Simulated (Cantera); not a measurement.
# Hydrocarbon pyrolysis for carbon deposition

An isothermal, constant-pressure homogeneous reactor starts with 3.23 % C₃H₈, 96.8 % H₂, at 1023 K and 0.000632 atm.

Model: GRI-Mech 3.0 (53 species, 325 reactions), integrated in Cantera. GRI-Mech 3.0 was tuned for natural gas; its chemistry of propane as a main component is partial and can be far from experiment. GRI-Mech 3.0 stops at C3 and has no aromatics, soot or wall deposition, so with more carbon than oxygen in the feed, carbon stays in small species such as C2H2 where larger ones or solid carbon would form. Radical loss at walls, strong at low pressure, is not modelled.

```json
[
 {"t (s)": "8.00e-6", "x C₃H₈": "0.0323", "x H₂": "0.968", "x C₂H₆": "<1e-12", "x C₂H₂": "<1e-12", "x H": "<1e-12", "x C₂H₄": "<1e-12"},
 {"t (s)": "2.29e-5", "x C₃H₈": "0.0323", "x H₂": "0.968", "x C₂H₆": "<1e-12", "x C₂H₂": "<1e-12", "x H": "2.35e-12", "x C₂H₄": "<1e-12"},
 {"t (s)": "6.56e-5", "x C₃H₈": "0.0323", "x H₂": "0.968", "x C₂H₆": "2.95e-12", "x C₂H₂": "<1e-12", "x H": "1.90e-11", "x C₂H₄": "4.73e-12"},
 {"t (s)": "0.000188", "x C₃H₈": "0.0323", "x H₂": "0.968", "x C₂H₆": "2.41e-11", "x C₂H₂": "<1e-12", "x H": "1.52e-10", "x C₂H₄": "4.03e-11"},
 {"t (s)": "0.000538", "x C₃H₈": "0.0323", "x H₂": "0.968", "x C₂H₆": "1.96e-10", "x C₂H₂": "<1e-12", "x H": "1.16e-9", "x C₂H₄": "3.85e-10"},
 {"t (s)": "0.00154", "x C₃H₈": "0.0323", "x H₂": "0.968", "x C₂H₆": "1.58e-9", "x C₂H₂": "<1e-12", "x H": "7.98e-9", "x C₂H₄": "4.44e-9"},
 {"t (s)": "0.00442", "x C₃H₈": "0.0323", "x H₂": "0.968", "x C₂H₆": "1.22e-8", "x C₂H₂": "<1e-12", "x H": "4.30e-8", "x C₂H₄": "5.55e-8"},
 {"t (s)": "0.0126", "x C₃H₈": "0.0323", "x H₂": "0.968", "x C₂H₆": "8.46e-8", "x C₂H₂": "<1e-12", "x H": "1.70e-7", "x C₂H₄": "6.07e-7"},
 {"t (s)": "0.0362", "x C₃H₈": "0.0323", "x H₂": "0.968", "x C₂H₆": "4.66e-7", "x C₂H₂": "1.60e-12", "x H": "5.65e-7", "x C₂H₄": "5.60e-6"},
 {"t (s)": "0.104", "x C₃H₈": "0.0322", "x H₂": "0.968", "x C₂H₆": "1.82e-6", "x C₂H₂": "1.34e-10", "x H": "1.74e-6", "x C₂H₄": "4.74e-5"},
 {"t (s)": "0.297", "x C₃H₈": "0.0318", "x H₂": "0.967", "x C₂H₆": "5.64e-6", "x C₂H₂": "9.87e-9", "x H": "5.09e-6", "x C₂H₄": "0.000389"},
 {"t (s)": "0.851", "x C₃H₈": "0.0292", "x H₂": "0.965", "x C₂H₆": "1.75e-5", "x C₂H₂": "6.51e-7", "x H": "1.40e-5", "x C₂H₄": "0.00299"},
 {"t (s)": "2.44", "x C₃H₈": "0.0158", "x H₂": "0.952", "x C₂H₆": "5.39e-5", "x C₂H₂": "2.90e-5", "x H": "3.18e-5", "x C₂H₄": "0.0159"},
 {"t (s)": "6.98", "x C₃H₈": "0.00147", "x H₂": "0.939", "x C₂H₆": "4.04e-5", "x C₂H₂": "0.000307", "x H": "2.40e-5", "x C₂H₄": "0.0294"},
 {"t (s)": "20.0", "x C₃H₈": "0.000129", "x H₂": "0.938", "x C₂H₆": "2.96e-5", "x C₂H₂": "0.000615", "x H": "6.49e-6", "x C₂H₄": "0.0304"}
]
```
x: mole fraction; the columns are a selection and need not sum to one.

Equilibrium at this temperature and pressure: C₃H₈ 9.26e-11, H₂ 0.914, C₂H₆ 1.42e-6, C₂H₂ 0.00740, H 1.57e-7, C₂H₄ 0.00134 (gas phase only).
